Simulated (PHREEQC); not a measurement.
Consider water at 25 °C with 0.04 mol HCl, 0.00019 mol MnSO4 and 0.0011 mol MgSO4 per kg of water. Closed to the air; pH follows from the charge balance.

Equilibrium calculation in PHREEQC: ion-association model, wateq4f.dat.

This is a speciation only: nothing precipitates in the calculation.

**Question.** Order these S species by the share of S that they hold, largest first: MgSO4, MnSO4, SO4-2, HSO4-.

**Answer.** HSO4- (64 %), SO4-2 (34 %), MgSO4 (2.0 %), MnSO4 (0.25 %)

**Question.** Order these Mn species by the share of Mn that they hold, largest first: Mn+2, MnCl+, MnSO4.

**Answer.** Mn+2 (91 %), MnCl+ (7.3 %), MnSO4 (1.7 %)

The pH is 1.47 and the ionic strength 0.0434 mol/kgw.
